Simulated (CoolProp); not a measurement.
Saturation properties of cyclopropane (Tc = 398.7 K, pc = 5.605 MPa, ω = 0.131).

The numbers come from the reference Helmholtz-energy equation of state, Polt 1992 in CoolProp. This equation is an older, rougher fit; its heat capacities, sound speeds and derivatives of the liquid may be far off and weren't checked against measurements.

```tsv
T (K)	p (MPa)	enthalpy of vaporisation (kJ/kg)	vapour Z	surface tension (mN/m)
284.4	0.4903	423.7	0.8990	13.1
288.4	0.5516	417.5	0.8908	12.5
292.4	0.6184	411.4	0.8823	11.9
296.4	0.6910	405.2	0.8734	11.4
300.4	0.7696	399.1	0.8641	10.8
304.4	0.8546	392.9	0.8544	10.2
308.4	0.9462	386.5	0.8442	9.63
312.4	1.045	380.1	0.8337	9.08
```

Surface tension comes from a separate correlation (Mulero 2014).
